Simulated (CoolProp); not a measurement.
C3F8 (R218) along the isotherm 395.1 K: Z from the reference equation and from simpler models built on Tc = 345.0 K, pc = 2640 kPa, ω = 0.317; each cubic takes its own stable root.

Values from CoolProp's reference Helmholtz-energy equation of state, Lemmon 2006. It is a short technical equation, of lower accuracy than the large ones.

| p (kPa) | phase | reference | Redlich-Kwong | Soave-Redlich-Kwong | Peng-Robinson |
|---|---|---|---|---|---|
| 41.7 | gas | 0.9968 | 0.9964 | 0.9967 | 0.9962 |
| 65 | gas | 0.9950 | 0.9943 | 0.9949 | 0.9941 |
| 101 | gas | 0.9923 | 0.9912 | 0.9920 | 0.9908 |
| 158 | gas | 0.9879 | 0.9862 | 0.9875 | 0.9855 |
| 245 | gas | 0.9811 | 0.9785 | 0.9806 | 0.9775 |
| 382 | gas | 0.9704 | 0.9664 | 0.9696 | 0.9649 |
| 595 | gas | 0.9533 | 0.9471 | 0.9523 | 0.9451 |
| 926 | gas | 0.9259 | 0.9165 | … | 0.9140 |
| 1440 | gas | 0.8811 | 0.8671 | 0.8815 | 0.8650 |
| 2250 | gas | 0.8046 | … | 0.8102 | … |
| 3500 | supercritical | 0.6760 | 0.6406 | 0.6966 | … |
| 5440 | supercritical | 0.5213 | 0.4955 | 0.5721 | 0.5369 |
| 8480 | supercritical | 0.5454 | 0.5539 | 0.6003 | 0.5531 |
| 13200 | supercritical | … | 0.7201 | 0.7543 | 0.6878 |

### Question
Fill in the missing entries.

### Answer

- 926, Soave-Redlich-Kwong: 0.9250
- 2250, Redlich-Kwong: 0.7835
- 2250, Peng-Robinson: 0.7862
- 3500, Peng-Robinson: 0.6649
- 13200, reference: 0.7156
